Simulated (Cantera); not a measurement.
A Cantera script and what it prints.

```python
import numpy as np
import cantera as ct

gas_names = """
    H CO2 TaO2 C2H4 H2 O3 C2H5OH
""".split()
cond_names = """
    Ta2O5(s) Ta2O5(L) TaC(s) TaC(L)
""".split()


def load(file, names, dense=False):
    # The tables refer to 1 bar. Condensed volumes are neglected.
    table = {s.name: s for s in ct.Species.list_from_file(file)}
    out = []
    for n in names:
        d = dict(table[n].input_data)
        d["thermo"] = dict(d["thermo"], **{"reference-pressure": 1e5})
        if dense:
            d["equation-of-state"] = {"model": "constant-volume", "density": "1e6 g/cm^3"}
        out.append(ct.Species.from_dict(d))
    return out


species = {s.name: s for s in load("nasa_gas.yaml", gas_names) + load("nasa_condensed.yaml", cond_names)}
# Each term lists the table entries of one substance; the one whose range holds T is used.
reactions = {
    '4 H(g) + 2 CO2(g) + 8 TaO2(g) = 4 Ta2O5 + C2H4(g)':
        [(-4, ['H']), (-2, ['CO2']), (-8, ['TaO2']), (4, ['Ta2O5(s)', 'Ta2O5(L)']), (1, ['C2H4'])],
    '3 H2(g) + 2 O3(g) + 2 TaC = Ta2O5 + C2H5OH(g)':
        [(-3, ['H2']), (-2, ['O3']), (-2, ['TaC(s)', 'TaC(L)']), (1, ['Ta2O5(s)', 'Ta2O5(L)']), (1, ['C2H5OH'])],
}


def pick(names, T):
    return next(species[n] for n in names if species[n].thermo.min_temp <= T <= species[n].thermo.max_temp)


results = []
for label, terms in reactions.items():
    print(label)
    print("     T/K   dH/kJ  dS/(J/K)   dG/kJ   log10 K")
    for T in [1923, 2073, 2223, 2373, 2523, 2673]:
        used = [(nu, pick(names, T)) for nu, names in terms]
        dH = sum(nu * s.thermo.h(T) for nu, s in used) / 1e6
        dS = sum(nu * s.thermo.s(T) for nu, s in used) / 1e3
        dG = dH - T * dS / 1e3
        logK = -dG * 1e6 / (ct.gas_constant * T * np.log(10))
        results.append((label, T, dH, dS, dG, logK, [s.name for _, s in used]))
        print(f"{T:8g} {dH:8.1f} {dS:8.1f} {dG:8.1f} {logK:8.2f}")
```

Output:

```
4 H(g) + 2 CO2(g) + 8 TaO2(g) = 4 Ta2O5 + C2H4(g)
     T/K   dH/kJ  dS/(J/K)   dG/kJ   log10 K
    1923  -6311.8  -2043.7  -2381.8    64.70
    2073  -5792.0  -1790.6  -2080.1    52.41
    2223  -5728.6  -1761.1  -1813.8    42.62
    2373  -5665.3  -1733.5  -1551.7    34.16
    2523  -5602.1  -1707.7  -1293.6    26.78
    2673  -5539.1  -1683.4  -1039.3    20.31
3 H2(g) + 2 O3(g) + 2 TaC = Ta2O5 + C2H5OH(g)
     T/K   dH/kJ  dS/(J/K)   dG/kJ   log10 K
    1923  -2253.9   -527.2  -1240.0    33.68
    2073  -2130.3   -467.2  -1161.9    29.28
    2223  -2122.0   -463.3  -1092.1    25.66
    2373  -2115.0   -460.3  -1022.8    22.51
    2523  -2109.4   -457.9   -954.0    19.75
    2673  -2105.0   -456.2   -885.4    17.30
```

Standard-state values (1 bar) from the NASA 1993 polynomials, evaluated with Cantera. TaC: taken at fixed stoichiometry. Condensed species are held in their standard states even where they would react or evaporate.
